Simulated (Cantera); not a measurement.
## Stirred combustor or abatement burner

A perfectly stirred reactor is fed with H₂ : O₂ : N₂ = 1 : 0.714 : 2.69 (molar parts), at 1200000 Pa; it is adiabatic with a 400 K inlet, and is followed from long to short residence time, starting on the burning branch (τ in s: 0.49, 0.12, 0.028, 0.0066, 0.0016, 0.00038, 9e-05, 2.1e-05, 5.1e-06).

Computed with Cantera and the H2/O2 subset of GRI-Mech 3.0, which has no nitrogen chemistry. The hydrogen kinetics of GRI-Mech 3.0 are dated; newer H2 mechanisms differ, most at raised pressure. The pressure lies above the range GRI-Mech 3.0 was tuned for (to about 10 atm).

| τ (s) | T (K) | x H₂ | x O₂ | x OH | x H | x O | x H₂O₂ | x H₂O |
|---|---|---|---|---|---|---|---|---|
| 0.49 | 2106 | 0.000197 | 0.0543 | 0.00205 | 1.32e-5 | 9.82e-5 | 5.34e-7 | 0.255 |
| 0.12 | 2106 | 0.000202 | 0.0543 | 0.00206 | 1.35e-5 | 9.92e-5 | 5.36e-7 | 0.255 |
| 0.028 | 2105 | 0.000221 | 0.0543 | 0.00210 | 1.48e-5 | 0.000103 | 5.47e-7 | 0.255 |
| 0.0066 | 2104 | 0.000297 | 0.0543 | 0.00225 | 2.01e-5 | 0.000119 | 5.91e-7 | 0.255 |
| 0.0016 | 2100 | 0.000550 | 0.0543 | 0.00269 | 4.16e-5 | 0.000176 | 7.36e-7 | 0.254 |
| 0.00038 | 2090 | 0.00128 | 0.0543 | 0.00367 | 0.000128 | 0.000349 | 1.11e-6 | 0.252 |
| 9.0e-5 | 2066 | 0.00314 | 0.0546 | 0.00529 | 0.000463 | 0.000798 | 1.83e-6 | 0.249 |
| 2.1e-5 | 2011 | 0.00766 | 0.0558 | 0.00735 | 0.00167 | 0.00185 | 2.99e-6 | 0.242 |
| 5.1e-6 | 1896 | 0.0179 | 0.0600 | 0.00872 | 0.00511 | 0.00364 | 4.80e-6 | 0.227 |
x: mole fraction; the columns are a selection and need not sum to one.
